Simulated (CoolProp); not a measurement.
The numbers come from the reference Helmholtz-energy equation of state, Zhou 2011 in CoolProp.

Q: For dimethyl carbonate, give the phase and the density (kg/m³), cv (kJ/(kg K)) at 514.2 K and 5.49 MPa; 531.4 K and 5.49 MPa; 600 K and 5.49 MPa.

A: 
- 514.2 K and 5.49 MPa: liquid; density 723, cv 1.73
- 531.4 K and 5.49 MPa: liquid; density 673, cv 1.76
- 600 K and 5.49 MPa: supercritical; density 160, cv 1.86
